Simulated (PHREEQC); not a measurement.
Make-up at 25 °C: 0.013 mol/kgw ZnSO4. Closed to the air; pH follows from the charge balance.

Computed with PHREEQC (ion-association model, wateq4f.dat).

Each row changes one thing in this solution. No solid was allowed to form.

```
case                                  pH  ionic strength (mol/kgw)  Zn+2 (mol/kgw)  SO4-2 (mol/kgw)  ZnSO4 (mol/kgw)  Zn(SO4)2-2 (mol/kgw)  SI of Zincite(c) (ZnO)  SI of Goslarite (ZnSO4:7H2O)
----------------------------------  ----  ------------------------  --------------  ---------------  ---------------  --------------------  ----------------------  ----------------------------
as made                             5.72                    0.0336         0.00839          0.00810          0.00432              0.000291                   -2.05                         -2.77
ZnSO4 from 0.013 to 0.0065 mol/kgw  5.80                    0.0186         0.00465          0.00459          0.00178               6.74e-5                   -2.09                         -3.16
temperature from 25 to 30 °C        5.65                    0.0333         0.00832          0.00804          0.00439              0.000283                   -1.93                         -2.82
diluted 5-fold with water           5.92                   0.00840         0.00210          0.00209         0.000491               8.42e-6                   -2.14                         -3.72
ZnSO4 from 0.013 to 0.026 mol/kgw   5.65                    0.0604          0.0151           0.0140          0.00977               0.00114                   -1.99                         -2.42
temperature from 25 to 45 °C        5.46                    0.0326         0.00815          0.00789          0.00458              0.000261                   -1.59                         -2.96
temperature from 25 to 75 °C        5.15                    0.0316         0.00789          0.00768          0.00486              0.000225                   -0.94                         -3.21
0.00026 mol/kgw NaCl added          5.72                    0.0338         0.00839          0.00810          0.00431              0.000291                   -2.05                         -2.77
```

Away from 25 °C the constants follow the database's enthalpies or fits; those with neither stay at their 25 °C values.
